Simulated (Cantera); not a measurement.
Cantera run, input and output.

```python
import numpy as np
import cantera as ct

gas = ct.Solution("gri30.yaml")
gas.TPX = 1400, 500000, {'CH4': 1, 'CO': 0.6, 'O2': 2.42, 'N2': 9.1}
reactor = ct.IdealGasConstPressureReactor(gas, energy="on", clone=False)
net = ct.ReactorNet([reactor])
net.rtol, net.atol = 1e-08, 1e-16
show = ['CH4', 'CO', 'O2', 'CO2', 'H']
times = np.geomspace(3e-06, 6, 10)

steps = ct.SolutionArray(gas, extra=["t"])
rows = []
print(f"{'t/s':>10s}{'T/K':>9s}{'P/Pa':>11s}" + "".join(f"{s:>11s}" for s in show))
for t in times:
    while net.time < t:
        t_next = net.step()
        steps.append(gas.state, t=t_next)
    rows.append([np.interp(t, steps.t, y) for y in (steps.T, steps.P, *steps(*show).X.T)])
    print(f"{t:10.3e}{rows[-1][0]:9.1f}{rows[-1][1]:11.4g}" + "".join(f"{x:11.3e}" for x in rows[-1][2:]))
rate = np.gradient(steps.T, steps.t)
print("integrator steps:", len(steps.t))
if steps.T.max() > steps.T[0] + 200:
    print(f"time of steepest temperature rise: {steps.t[rate.argmax()]:.4e} s")
gas.TPX = 1400, 500000, {'CH4': 1, 'CO': 0.6, 'O2': 2.42, 'N2': 9.1}
gas.equilibrate("HP")
print(f"equilibrium (HP): T = {gas.T:.1f} K  " + "  ".join(f"{s} {gas[s].X[0]:.3e}" for s in show))
```

Result:

```
       t/s      T/K       P/Pa        CH4         CO         O2        CO2          H
 3.000e-06   1400.0      5e+05  7.622e-02  4.573e-02  1.845e-01  1.228e-07  1.492e-09
 1.504e-05   1400.0      5e+05  7.622e-02  4.573e-02  1.844e-01  9.657e-07  3.587e-09
 7.540e-05   1400.1      5e+05  7.617e-02  4.572e-02  1.844e-01  8.718e-06  2.006e-08
 3.780e-04   1404.2      5e+05  7.535e-02  4.569e-02  1.839e-01  1.169e-04  1.087e-07
 1.895e-03   2792.2      5e+05  3.997e-15  3.691e-02  2.263e-02  8.407e-02  3.301e-03
 9.499e-03   2789.1      5e+05  4.100e-15  3.701e-02  2.187e-02  8.399e-02  3.272e-03
 4.762e-02   2789.1      5e+05  4.100e-15  3.701e-02  2.187e-02  8.399e-02  3.272e-03
 2.387e-01   2789.1      5e+05  4.100e-15  3.701e-02  2.187e-02  8.399e-02  3.272e-03
 1.197e+00   2789.1      5e+05  4.100e-15  3.701e-02  2.187e-02  8.399e-02  3.272e-03
 6.000e+00   2789.1      5e+05  4.100e-15  3.701e-02  2.187e-02  8.399e-02  3.272e-03
integrator steps: 2179
time of steepest temperature rise: 1.0668e-03 s
equilibrium (HP): T = 2789.1 K  CH4 5.361e-15  CO 3.701e-02  O2 2.187e-02  CO2 8.399e-02  H 3.272e-03
```

Model: GRI-Mech 3.0 (53 species, 325 reactions), integrated in Cantera.
